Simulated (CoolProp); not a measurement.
The fluid at 369.92 K and 0.217 MPa flows at 1.3 m/s in a round tube of 25 mm bore and 45 µm roughness, fully developed (64/Re and Nu = 3.66 if laminar; Colebrook and Gnielinski if turbulent). The same conditions are run with several fluids, on thermodynamics alone (safety and materials aside).

Computed with CoolProp (reference Helmholtz-energy equation of state of each fluid (R123: Younglove 1994; R124: de Vries 1995; n-pentane: Thol 2019; C3F8 (R218): Lemmon 2006)).

| fluid | Reynolds number | Darcy friction factor | pressure drop (Pa/m) | heat-transfer coefficient (W/(m² K)) | mass flow (kg/h) |
|---|---|---|---|---|---|
| R123 | (withheld) | 0.0280 | 10.7 | (withheld) | 25.9 |
| R124 | 20100 | 0.0294 | 9.84 | 44.9 | (withheld) |
| n-pentane | 21200 | 0.0292 | 5.29 | (withheld) | 12.3 |
| C3F8 (R218) | (withheld) | 0.0279 | 12.8 | 61.2 | (withheld) |

Task: Complete the blanks.

Result: 
- R123, Reynolds number: 27700
- R123, heat-transfer coefficient (W/(m² K)): 43.8
- R124, mass flow (kg/h): 22.7
- n-pentane, heat-transfer coefficient (W/(m² K)): 57.0
- C3F8 (R218), Reynolds number: 28600
- C3F8 (R218), mass flow (kg/h): 31.1

Transport values come from each fluid's own correlations; those of R124, n-pentane, C3F8 (R218) are estimates that may be off by 10 % or more.
